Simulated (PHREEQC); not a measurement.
Dissolve 89 mmol/kgw NaH2PO4 and 160 mmol/kgw KOH at 20 °C. Closed to the air; pH follows from the charge balance.

Model: ion-association model, phreeqc.dat, run in PHREEQC.

Each row changes one thing in this solution. Precipitation was switched off in this run.

```tsv
case	pH	ionic strength (mol/kgw)
as made	11.85	0.460
NaH2PO4 from 0.089 to 0.0801 mol/kgw	12.12	0.449
diluted 10-fold with water	11.70	0.0396
KOH from 0.16 to 0.176 mol/kgw	12.10	0.498
NaH2PO4 left out	13.23	0.160
NaH2PO4 from 0.089 to 0.0089 mol/kgw	13.17	0.195
NaH2PO4 replaced by NaBr at the same molality	?	?
```

Complete the blanks.


- NaH2PO4 replaced by NaBr at the same molality, pH: 13.21
- NaH2PO4 replaced by NaBr at the same molality, ionic strength (mol/kgw): 0.249
